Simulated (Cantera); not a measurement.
A perfectly stirred reactor is fed with H₂ : O₂ : N₂ = 1 : 0.704 : 2.65 (molar parts), at 500000 Pa; it is adiabatic with a 600 K inlet, and is followed from long to short residence time, starting on the burning branch (τ in s: 0.021, 0.0072, 0.0024, 0.00082, 0.00028, 9.4e-05, 3.2e-05, 1.1e-05, 3.6e-06).

Computed with Cantera and the H2/O2 subset of GRI-Mech 3.0, which has no nitrogen chemistry. The hydrogen kinetics of GRI-Mech 3.0 are dated; newer H2 mechanisms differ, most at raised pressure.

Problem. What does this change do: inlet temperature 600 to 350 K?

Solution. 
```json
[
 {"quantity": "blow-out, bracketed by the residence times tried", "before": "burning at 3.60 µs, the shortest tried", "after": "burning at 3.60 µs, the shortest tried"},
 {"quantity": "x(H₂) at τ = 21.0 ms", "before": "0.000952", "after": "0.000373"},
 {"quantity": "x(O₂) at τ = 21.0 ms", "before": "0.0518", "after": "0.0524"},
 {"quantity": "x(OH) at τ = 21.0 ms", "before": "0.00508", "after": "0.00254"},
 {"quantity": "x(H) at τ = 21.0 ms", "before": "0.000122", "after": "3.06e-5"},
 {"quantity": "x(HO₂) at τ = 21.0 ms", "before": "6.35e-6", "after": "3.77e-6"},
 {"quantity": "x(H₂) at τ = 0.280 ms", "before": "0.00402", "after": "0.00352"},
 {"quantity": "x(O₂) at τ = 0.280 ms", "before": "0.0518", "after": "0.0524"},
 {"quantity": "x(OH) at τ = 0.280 ms", "before": "0.00895", "after": "0.00646"},
 {"quantity": "x(H) at τ = 0.280 ms", "before": "0.000937", "after": "0.000749"},
 {"quantity": "x(HO₂) at τ = 0.280 ms", "before": "1.48e-5", "after": "2.17e-5"}
]
```

Problem. What does this change do: N2 2.65 to 4.1 parts?

Solution. 
| quantity | before | after |
|---|---|---|
| blow-out, bracketed by the residence times tried | burning at 3.60 µs, the shortest tried | burning at 11.0 µs, out at 3.60 µs |
| x(H₂) at τ = 21.0 ms | 0.000952 | 0.000212 |
| x(O₂) at τ = 21.0 ms | 0.0518 | 0.0382 |
| x(OH) at τ = 21.0 ms | 0.00508 | 0.00115 |
| x(H) at τ = 21.0 ms | 0.000122 | 1.39e-5 |
| x(HO₂) at τ = 21.0 ms | 6.35e-6 | 2.33e-6 |
| x(H₂) at τ = 0.280 ms | 0.00402 | 0.00313 |
| x(O₂) at τ = 0.280 ms | 0.0518 | 0.0386 |
| x(OH) at τ = 0.280 ms | 0.00895 | 0.00389 |
| x(H) at τ = 0.280 ms | 0.000937 | 0.000734 |
| x(HO₂) at τ = 0.280 ms | 1.48e-5 | 2.69e-5 |

Problem. What does this change do: pressure from 500000 Pa to 140000 Pa?

Solution. 
```
quantity                                                                          before                               after
------------------------------------------------  --------------------------------------  ----------------------------------
blow-out, bracketed by the residence times tried  burning at 3.60 µs, the shortest tried  burning at 11.0 µs, out at 3.60 µs
x(H₂) at τ = 21.0 ms                                                            0.000952                             0.00196
x(O₂) at τ = 21.0 ms                                                              0.0518                              0.0516
x(OH) at τ = 21.0 ms                                                             0.00508                             0.00713
x(H) at τ = 21.0 ms                                                             0.000122                            0.000366
x(HO₂) at τ = 21.0 ms                                                            6.35e-6                             4.49e-6
x(H₂) at τ = 0.280 ms                                                            0.00402                              0.0133
x(O₂) at τ = 0.280 ms                                                             0.0518                              0.0534
x(OH) at τ = 0.280 ms                                                            0.00895                              0.0149
x(H) at τ = 0.280 ms                                                            0.000937                             0.00760
x(HO₂) at τ = 0.280 ms                                                           1.48e-5                             1.71e-5
```
